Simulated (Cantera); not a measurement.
Input (Python, Cantera) and output of one run.

```python
import numpy as np
import cantera as ct

gas_names = [...]  # 113 gases of nasa_gas.yaml made of C, H, O, Ta
cond_names = """
    C(gr) C6H6(L) C7H8(L) C8H18(L),n-octa H2O(s) H2O(L) Ta(cr) Ta(L) TaC(s) TaC(L) Ta2O5(s) Ta2O5(L)
""".split()


# ... load() reads the species with a 1 bar reference pressure and builds the phases ...
atoms = {
    'Ta2O5': {'Ta': 2, 'O': 5},
    'CH4': {'C': 1, 'H': 4},
    'CO': {'C': 1, 'O': 1},
}
top_T = {'C(gr)': 4500}  # K; cautious upper limits of use, not melting points


# ... equilibrate(T, P, feed) seeds the gas with the atoms and calls Mixture.equilibrate('TP', solver="vcs", rtol=1e-11, max_steps=5000) ...
results = []
T = 2248  # K
P = 29  # Pa
for m in [0.43, 0.55, 0.69, 0.87, 1.1, 1.4, 1.8, 2.2, 2.8, 3.6, 4.5, 5.7]:
    feed = {'Ta2O5': 1, 'CH4': m, 'CO': 0.22}  # mol
    mix = equilibrate(T, P, feed)
    results.append((T, P, feed, dict(zip(mix.species_names, mix.species_moles))))
    x = sorted(zip(gas.X, gas.species_names), reverse=True)
    print(f"T = {T:g} K  P = {P:g} Pa  n(CH4) = {m:g} mol  gas = {mix.phase_moles(0):.4g} mol")
    print("   x: " + "  ".join(f"{s} {v:.3e}" for v, s in x if v > 1e-05))
    print("   condensed (mol): " + ("  ".join(f"{mix.phase(i).name} {mix.phase_moles(i):.4g}"
          for i in range(1, mix.n_phases) if mix.phase_moles(i) > 1e-12) or "none"))
```

Output:

```
T = 2248 K  P = 29 Pa  n(CH4) = 0.43 mol  gas = 2.079 mol
   x: CO 3.124e-01  H2 2.951e-01  H 2.344e-01  TaO2 1.288e-01  TaO 2.758e-02  H2O 1.244e-03  CO2 2.421e-04  OH 1.480e-04  O 8.107e-05
   condensed (mol): Ta(cr) 0.08547  Ta2O5(L) 0.7947
T = 2248 K  P = 29 Pa  n(CH4) = 0.55 mol  gas = 2.582 mol
   x: H2 3.055e-01  CO 2.980e-01  H 2.384e-01  TaO2 1.288e-01  TaO 2.758e-02  H2O 1.288e-03  CO2 2.309e-04  OH 1.505e-04  O 8.107e-05
   condensed (mol): Ta(cr) 0.1126  Ta2O5(L) 0.7418
T = 2248 K  P = 29 Pa  n(CH4) = 0.69 mol  gas = 3.169 mol
   x: H2 3.134e-01  CO 2.870e-01  H 2.415e-01  TaO2 1.288e-01  TaO 2.758e-02  H2O 1.321e-03  CO2 2.224e-04  OH 1.525e-04  O 8.107e-05
   condensed (mol): Ta(cr) 0.1442  Ta2O5(L) 0.6802
T = 2248 K  P = 29 Pa  n(CH4) = 0.87 mol  gas = 3.923 mol
   x: H2 3.201e-01  CO 2.776e-01  H 2.441e-01  TaO2 1.288e-01  TaO 2.758e-02  H2O 1.349e-03  CO2 2.152e-04  OH 1.541e-04  O 8.107e-05
   condensed (mol): Ta(cr) 0.1849  Ta2O5(L) 0.6009
T = 2248 K  P = 29 Pa  n(CH4) = 1.1 mol  gas = 4.886 mol
   x: H2 3.257e-01  CO 2.699e-01  H 2.462e-01  TaO2 1.288e-01  TaO 2.758e-02  H2O 1.373e-03  CO2 2.092e-04  OH 1.555e-04  O 8.107e-05
   condensed (mol): Ta(cr) 0.2368  Ta2O5(L) 0.4995
T = 2248 K  P = 29 Pa  n(CH4) = 1.4 mol  gas = 6.143 mol
   x: H2 3.303e-01  CO 2.635e-01  H 2.480e-01  TaO2 1.288e-01  TaO 2.758e-02  H2O 1.392e-03  CO2 2.042e-04  OH 1.566e-04  O 8.107e-05
   condensed (mol): Ta(cr) 0.3046  Ta2O5(L) 0.3674
T = 2248 K  P = 29 Pa  n(CH4) = 1.8 mol  gas = 7.819 mol
   x: H2 3.342e-01  CO 2.581e-01  H 2.494e-01  TaO2 1.288e-01  TaO 2.758e-02  H2O 1.409e-03  CO2 2.001e-04  OH 1.575e-04  O 8.107e-05
   condensed (mol): Ta(cr) 0.395  Ta2O5(L) 0.1912
T = 2248 K  P = 29 Pa  n(CH4) = 2.2 mol  gas = 9.495 mol
   x: H2 3.367e-01  CO 2.547e-01  H 2.503e-01  TaO2 1.288e-01  TaO 2.758e-02  H2O 1.419e-03  CO2 1.974e-04  OH 1.581e-04  O 8.107e-05
   condensed (mol): Ta(cr) 0.4854  Ta2O5(L) 0.01495
T = 2248 K  P = 29 Pa  n(CH4) = 2.8 mol  gas = 11.31 mol
   x: H2 3.637e-01  CO 2.668e-01  H 2.602e-01  TaO2 8.523e-02  TaO 2.243e-02  H2O 1.247e-03  CO2 1.682e-04  OH 1.336e-04  O 6.595e-05
   condensed (mol): Ta(cr) 0.7823
T = 2248 K  P = 29 Pa  n(CH4) = 3.6 mol  gas = 13.66 mol
   x: H2 3.910e-01  CO 2.794e-01  H 2.698e-01  TaO2 4.268e-02  TaO 1.588e-02  H2O 9.488e-04  CO2 1.247e-04  OH 9.805e-05  O 4.667e-05
   condensed (mol): Ta(cr) 1.2
T = 2248 K  P = 29 Pa  n(CH4) = 4.5 mol  gas = 16.29 mol
   x: H2 4.133e-01  CO 2.897e-01  H 2.773e-01  TaO2 1.099e-02  TaO 8.057e-03  H2O 5.089e-04  CO2 6.559e-05  OH 5.116e-05  O 2.369e-05
   condensed (mol): Ta(cr) 1.69
T = 2248 K  P = 29 Pa  n(CH4) = 5.7 mol  gas = 19.41 mol
   x: H2 4.437e-01  H 2.874e-01  CO 2.689e-01  TaO 4.539e-05
   condensed (mol): Ta(cr) 1.298  TaC(s) 0.701
```

These are equilibrium values from Cantera (NASA tables, ideal gas, pure condensed phases), not measurements of a reactor. Mutual solubility and eutectic melting of coexisting phases are not modelled. TaC: taken at fixed stoichiometry. Condensed phases not in the tables: Ta2C, N, O or C dissolved in the metal.
